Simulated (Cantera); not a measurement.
An isothermal, constant-pressure homogeneous reactor starts with C2H6 : N2 = 1 : 1.3 (molar parts), at 1900 K and 0.368 Torr.

Computed with Cantera and GRI-Mech 3.0 (53 species, 325 reactions). GRI-Mech 3.0 stops at C3 and has no aromatics, soot or wall deposition, so with more carbon than oxygen in the feed, carbon stays in small species such as C2H2 where larger ones or solid carbon would form. Radical loss at walls, strong at low pressure, is not modelled.

x: mole fraction; the columns are a selection and need not sum to one.

```csv
t (s),x C2H6,x C2H,x HCN,x H2,x C2H2,x CH3
0.000200,0.375,5.83e-12,4.16e-10,0.00111,3.15e-7,0.0747
0.000580,0.270,2.46e-8,[?],0.0188,7.40e-5,0.150
0.00168,0.0813,5.23e-6,[?],0.0897,0.00665,0.206
0.00488,0.00161,5.31e-5,[?],0.224,0.0888,0.0983
0.0141,0.000113,3.65e-5,[?],0.325,0.170,0.0286
0.0410,3.40e-5,2.16e-5,8.51e-6,0.370,0.201,0.0119
0.119,1.23e-5,1.51e-5,[?],0.396,0.212,0.00621
0.345,4.68e-6,1.31e-5,[?],0.418,0.219,0.00362
1.00,1.41e-6,1.47e-5,[?],0.440,0.226,0.00204
```

### Question
What belongs in the gaps?

### Answer

- 0.000580, x HCN: 1.08e-7
- 0.00168, x HCN: 1.36e-6
- 0.00488, x HCN: 5.27e-6
- 0.0141, x HCN: 7.59e-6
- 0.119, x HCN: 9.25e-6
- 0.345, x HCN: 1.02e-5
- 1.00, x HCN: 1.21e-5
